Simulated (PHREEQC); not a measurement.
1.8 g of hydrous ferric oxide (600 m²/g; 0.2 weak and 0.005 strong sites per Fe, Dzombak-Morel constants, diffuse double layer) in 1 kg of water with 0.1 mol/kgw of an inert sodium salt and 4.2e-06 mol CaCl2 and 6.4e-06 mol MgCl2, at 25 °C; the pH is set by adding NaOH or the inert anion's acid. Oxygen is held at 0.21 atm. No CO2 enters from the air. Nothing may precipitate in this run.

Base run: PHREEQC, ion-association model, wateq4f.dat. Each further column changes one thing. The table gives Ca sorbed (%).

| pH | base | no electrostatic term (-no_edl) | background salt from 0.1 to 0.01 mol/kgw | oxide from 1.8 to 9 g/kgw | 0.0011 mol/kgw CuCl2 added |
|---|---|---|---|---|---|
| 3 | 0.0 | 0.0 | 0.0 | 0.0 | 0.0 |
| 4.12 | 0.0 | 0.2 | 0.0 | 0.0 | 0.0 |
| 4.88 | 0.0 | 1.4 | 0.0 | 0.0 | 0.0 |
| 6 | 0.2 | 15.1 | 0.1 | 0.8 | 0.0 |
| 7.12 | 6.9 | 59.2 | 7.0 | 27.1 | 0.1 |
| 7.88 | 55.1 | 73.6 | 65.0 | 86.3 | 2.0 |
| 9 | 98.8 | 72.6 | 99.5 | 99.8 | 61.5 |

The oxide is taken as insoluble; below pH 4 it would dissolve. The database's constant for dissolved Cu(OH)2 is higher than later reviews accept.
